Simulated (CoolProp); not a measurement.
Vapour pressure (kPa) of sulfur dioxide: the reference equation beside estimates from Tc = 430.6 K, pc = 7887 kPa, ω = 0.256.

The numbers come from the reference Helmholtz-energy equation of state, Gao 2016 in CoolProp.

```csv
T (K),reference,Redlich-Kwong,Soave-Redlich-Kwong
280.9,211.4,368.9,210.3
283.1,229.8,396.5,228.8
285.2,248.6,424.3,247.6
287.4,269.5,454.9,268.5
289.6,291.8,487.0,290.8
291.8,315.4,520.8,314.6
294,340.6,556.3,339.8
296.2,367.2,593.6,366.6
298.4,395.4,632.6,394.9
300.6,425.3,673.4,425.0
302.8,456.9,716.1,456.8
304.9,488.7,758.6,488.8
307.1,523.8,805.1,524.1
309.3,560.8,853.6,561.4
```

Absolute difference from the reference over all 14 rows, mean and median: Redlich-Kwong 62.8 and 62.5 %, Soave-Redlich-Kwong 0.2 and 0.2 %.
